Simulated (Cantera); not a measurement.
A closed system holds: 1 mol SiC, 0.011 mol O2, 190 mol H2, held at 950 K and 0.420 Pa.

Equilibrium computed with Cantera from the NASA thermochemical tables; the gas is ideal and each condensed phase is pure. Candidate condensed phases: C, C6H6, C7H8, C8H18, H2O, Si, SiC, SiO2; 123 gas species. Equilibrium is a limit: real reactors are often held back by kinetics, nucleation or transport.

Base state: H2 1.000, CO 3.89e-5 (mole fractions); condensed: SiC(s) + SiO2(β-quartz).

What changes in the equilibrium state with this change: temperature from 950 K to 1875 K?


```json
[
 {"species": "H2", "before": "1.000", "after": "0.723"},
 {"species": "H", "before": "2.71e-7", "after": "0.272"},
 {"species": "Si", "before": "<1e-9", "after": "0.00441"},
 {"species": "C2H2 (acetylene)", "before": "<1e-9", "after": "0.000229"},
 {"species": "SiC2", "before": "<1e-9", "after": "9.78e-5"},
 {"species": "SiC(s), mol", "before": "0.993", "after": "0"},
 {"species": "SiO2(β-quartz), mol", "before": "0.00720", "after": "0"},
 {"species": "C(graphite), mol", "before": "0", "after": "0.832"}
]
```
